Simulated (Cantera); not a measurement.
Low-pressure radical oxidation in H2/O2

An isothermal, constant-pressure homogeneous reactor starts with H2 : O2 = 0.15 : 1 (molar parts), at 1373 K and 1.50 Torr.

Detailed kinetics in Cantera: the H2/O2 subset of GRI-Mech 3.0, which has no nitrogen chemistry. Radical loss at walls, strong at low pressure, is not modelled. The temperature is held fixed by assumption; the heat of reaction is taken as removed at once.

```csv
t (s),x H2,x O2,x H2O2,x H2O,x H,x HO2
5.00e-5,0.130,0.870,2.04e-12,2.35e-10,1.20e-8,1.36e-8
0.000281,0.130,0.870,6.40e-11,2.86e-8,6.29e-8,7.63e-8
0.00158,0.130,0.870,1.92e-9,9.41e-6,4.76e-6,4.27e-7
0.00889,0.00486,0.775,2.32e-8,0.104,0.0310,6.60e-7
0.0500,0.00462,0.778,2.30e-8,0.105,0.0294,6.60e-7
0.281,0.00402,0.791,2.36e-8,0.111,0.0228,6.64e-7
1.58,0.00176,0.833,2.18e-8,0.128,0.00589,5.80e-7
8.89,0.000129,0.858,7.63e-9,0.138,0.000111,1.56e-7
50.0,6.65e-6,0.860,1.39e-9,0.139,1.28e-6,3.31e-8
```
x: mole fraction; the columns are a selection and need not sum to one.

Equilibrium at this temperature and pressure: H2 1.00e-6, O2 0.860, H2O2 5.39e-10, H2O 0.139, H 7.51e-8, HO2 5.19e-8 (gas phase only).
